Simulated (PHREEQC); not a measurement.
PHREEQC input (Pitzer model, pitzer.dat):

```
SOLUTION 1
  temp 25
  units mol/kgw
  pH 7 charge
END
SELECTED_OUTPUT 1
  -reset false
  -pH true
  -pe true
  -ionic_strength true
  -water true
  -totals K S
  -molalities H+ K+ SO4-2 OH- HSO4-
  -equilibrium_phases Arcanite Misenite
PRINT
  -reset false
USE solution 1
REACTION_PRESSURE 1
  1 50 100 200 300 400 500 600 800 1000
EQUILIBRIUM_PHASES 1
  Arcanite 0 30
  Misenite 0 0
END
```

Selected output (columns that matter, 10 of 10 rows; P (atm) added in front):

```
P (atm)	pH	mu	K	S	m_H+	m_K+	m_SO4-2	m_OH-	Arcanite
1	7.4509	1.9035	1.269	0.63448	8.222e-08	1.269	0.63448	4.0833e-07	29.366
50	7.4398	1.9411	1.294	0.64702	8.4131e-08	1.294	0.64702	4.1209e-07	29.353
100	7.429	1.9759	1.3173	0.65865	8.6019e-08	1.3173	0.65865	4.1608e-07	29.341
200	7.4087	2.0357	1.3572	0.67858	8.964e-08	1.3572	0.67858	4.2445e-07	29.321
300	7.39	2.0829	1.3886	0.69431	9.3099e-08	1.3886	0.69431	4.3336e-07	29.306
400	7.3727	2.1183	1.4122	0.70611	9.6436e-08	1.4122	0.70611	4.4278e-07	29.294
500	7.3566	2.143	1.4287	0.71433	9.9687e-08	1.4287	0.71433	4.5271e-07	29.286
600	7.3415	2.1579	1.4386	0.71931	1.0288e-07	1.4386	0.71931	4.6316e-07	29.281
800	7.3139	2.1631	1.4421	0.72103	1.0914e-07	1.4421	0.72103	4.856e-07	29.279
1000	7.2892	2.1421	1.4281	0.71404	1.153e-07	1.4281	0.71404	5.101e-07	29.286
```
